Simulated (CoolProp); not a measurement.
The fluid at 468.7 K and 0.152 MPa expands adiabatically to 0.0289 MPa with isentropic efficiency 0.9. The same conditions are run with several fluids, on thermodynamics alone (safety and materials aside).

The numbers come from the reference Helmholtz-energy equation of state of each fluid (octamethyltrisiloxane (MDM): Thol 2017; tetrahydrofuran: Fiedler 2023; chloromethane (R40): Thol 2014; R11: Jacobsen 1992; propylene: Lemmon 2013) in CoolProp.

```csv
fluid,work (kJ/kg),final temperature (K),final density (kg/m³)
octamethyltrisiloxane (MDM),23.2,[?],[?]
tetrahydrofuran,75.6,421.9,[?]
chloromethane (R40),100,365.2,[?]
R11,39.0,408.2,1.17
propylene,128,405.8,[?]
```

Q: What belongs in the gaps?

A: 
- octamethyltrisiloxane (MDM), final temperature (K): 453.9
- octamethyltrisiloxane (MDM), final density (kg/m³): 1.84
- tetrahydrofuran, final density (kg/m³): 0.597
- chloromethane (R40), final density (kg/m³): 0.482
- propylene, final density (kg/m³): 0.361
